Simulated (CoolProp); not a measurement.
CHF3 (R23) along the isobar 6.1 MPa: Z from the reference equation and from simpler models built on Tc = 299.3 K, pc = 4.832 MPa, ω = 0.263; each cubic takes its own stable root.

Model: reference Helmholtz-energy equation of state, Penoncello 2003, in CoolProp.

| T (K) | phase | reference |
|---|---|---|
| 160.3 | liquid | 0.2043 |
| 203.5 | liquid | 0.1784 |
| 246.6 | liquid | 0.1687 |
| 289.8 | liquid | 0.1847 |
| 333 | supercritical | 0.6189 |
| 376.2 | supercritical | 0.7905 |
| 419.3 | supercritical | 0.8714 |
| 462.5 | supercritical | 0.9191 |

Question: How far does each simpler model (van der Waals, Redlich-Kwong, Soave-Redlich-Kwong, Peng-Robinson) lie from the reference over these 8 states: mean and median of the absolute difference, and the worst?

Answer: 
- van der Waals: mean 37.5 %, median 33.7 %, worst +76.1 % at 160.3 K and 6.1 MPa
- Redlich-Kwong: mean 12.6 %, median 11.2 %, worst +28.6 % at 289.8 K and 6.1 MPa
- Soave-Redlich-Kwong: mean 11.5 %, median 10.8 %, worst +25.7 % at 289.8 K and 6.1 MPa
- Peng-Robinson: mean 3.1 %, median 1.7 %, worst +12.4 % at 289.8 K and 6.1 MPa
